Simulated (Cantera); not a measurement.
Silicon oxide and oxynitride deposition: TEOS + CO2 + N2 + N2O

Charge: 1 mol TEOS, 21 mol CO2, 2.6 mol N2, 4.4 mol N2O, at 29.0 Pa.

Cantera equilibrium calculation (NASA polynomials, part measured and part estimated; ideal gas, pure solids and liquids). Candidate condensed phases: C, C6H6, C7H8, C8H18, H2O, Si, SiC, SiO2, Si2N2O, Si3N4; 151 gas species. The feed counts by its element totals alone. The tables hold silica as quartz up to 1696 K and as liquid above; real silica turns to tridymite and cristobalite and melts near 1996 K. Kinetics and transport are ignored.

| T (°C) | x CO2 | x CO | x H2 | x N2 | x H2O | x H | x CH4 | x OH | n SiO2(α-quartz) | n SiO2(β-quartz) |
|---|---|---|---|---|---|---|---|---|---|---|
| 400 | 0.396 | 0.235 | 0.191 | 0.152 | 0.0263 | <1e-12 | 8.68e-5 | <1e-12 | 1.00 | 0 |
| 500 | 0.374 | 0.257 | 0.169 | 0.152 | 0.0481 | 2.19e-11 | 2.20e-7 | <1e-12 | 1.00 | 0 |
| 600 | 0.352 | 0.279 | 0.148 | 0.152 | 0.0699 | 1.06e-9 | 2.06e-9 | <1e-12 | 0 | 1.00 |
| 700 | 0.333 | 0.298 | 0.128 | 0.152 | 0.0890 | 2.28e-8 | 4.76e-11 | 2.82e-11 | 0 | 1.00 |
| 800 | 0.317 | 0.314 | 0.112 | 0.152 | 0.105 | 2.76e-7 | 2.14e-12 | 9.62e-10 | 0 | 1.00 |
| 900 | 0.304 | 0.327 | 0.0995 | 0.152 | 0.118 | 2.18e-6 | <1e-12 | 1.78e-8 | 0 | 1.00 |
| 1000 | 0.293 | 0.337 | 0.0891 | 0.152 | 0.128 | 1.25e-5 | <1e-12 | 2.08e-7 | 0 | 1.00 |
| 1100 | 0.285 | 0.345 | 0.0806 | 0.152 | 0.137 | 5.55e-5 | <1e-12 | 1.68e-6 | 0 | 1.000 |
| 1200 | 0.278 | 0.352 | 0.0736 | 0.152 | 0.144 | 0.000202 | <1e-12 | 1.02e-5 | 0 | 1.000 |
| 1300 | 0.272 | 0.358 | 0.0678 | 0.152 | 0.149 | 0.000622 | <1e-12 | 4.94e-5 | 0 | 0.999 |
x: gas mole fraction; n: condensed amount in mol.

From 400 °C to 500 °C the condensed part is SiO2(α-quartz). From 600 °C to 1300 °C the condensed part is SiO2(β-quartz).
